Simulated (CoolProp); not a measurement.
Properties of CH3F (R41) at several states.

Model: reference Helmholtz-energy equation of state, Lemmon 2006, in CoolProp. It is a short technical equation, of lower accuracy than the large ones.

```csv
T (K),p (MPa),phase,density (kg/m³),cp (kJ/(kg K)),Joule-Thomson coefficient (K/MPa),isothermal compressibility (1/MPa)
214.3,31.6,liquid,883.5,1.978,-0.3278,0.001309
248.4,0.128,gas,2.152,1.092,31.83,7.974
222.5,14.7,liquid,845.5,2.048,-0.2690,0.001845
```
